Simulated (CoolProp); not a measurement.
Vapour-liquid equilibrium of methanol (1) + dimethyl carbonate (2) at 429.9 K; x and y are mole fractions of (1).

The numbers come from the multi-fluid Helmholtz-energy mixture model, de Reuck 1993 and Zhou 2011; pair parameters Bell 2016 in CoolProp.

### Question
Give the bubble pressure and the first vapour's composition at x = 0.05, 0.35, 0.65. Is there an azeotrope?

### Answer
x = 0.05: 0.6933 MPa, y = 0.180; x = 0.35: 1.169 MPa, y = 0.601; x = 0.65: 1.448 MPa, y = 0.777. No azeotrope shows between x = 0.05 and 0.95.

The pair parameters rest on a limited set of measurements; away from them the model extrapolates.
